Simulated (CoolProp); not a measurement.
A single-stage vapour-compression cycle with vinyl chloride: evaporating at 278.15 K (dew point), condensing at 309.15 K (bubble point), superheat 0 K, subcooling 0 K, compressor efficiency 0.7, no pressure losses. Each further row changes one setting.

Values from CoolProp's reference Helmholtz-energy equation of state, Thol 2022.

```json
[
 {"case": "as stated", "cooling COP": "5.66", "pressure ratio": "2.61", "discharge temperature (K)": "341.2", "refrigerating effect (kJ/kg)": "292", "volumetric capacity (kJ/m³)": "1720"},
 {"case": "evaporating temperature 283.15 K", "cooling COP": "6.98", "pressure ratio": "2.20", "discharge temperature (K)": "335.2", "refrigerating effect (kJ/kg)": "296", "volumetric capacity (kJ/m³)": "2040"},
 {"case": "condensing temperature 304.15 K", "cooling COP": "6.87", "pressure ratio": "2.27", "discharge temperature (K)": "331.8", "refrigerating effect (kJ/kg)": "300", "volumetric capacity (kJ/m³)": "1770"},
 {"case": "subcooling 5 K", "cooling COP": "5.81", "pressure ratio": "2.61", "discharge temperature (K)": "341.2", "refrigerating effect (kJ/kg)": "300", "volumetric capacity (kJ/m³)": "1770"},
 {"case": "superheat 10 K", "cooling COP": "5.60", "pressure ratio": "2.61", "discharge temperature (K)": "352.0", "refrigerating effect (kJ/kg)": "301", "volumetric capacity (kJ/m³)": "1700"},
 {"case": "compressor efficiency 0.6", "cooling COP": "4.85", "pressure ratio": "2.61", "discharge temperature (K)": "349.7", "refrigerating effect (kJ/kg)": "292", "volumetric capacity (kJ/m³)": "1720"}
]
```
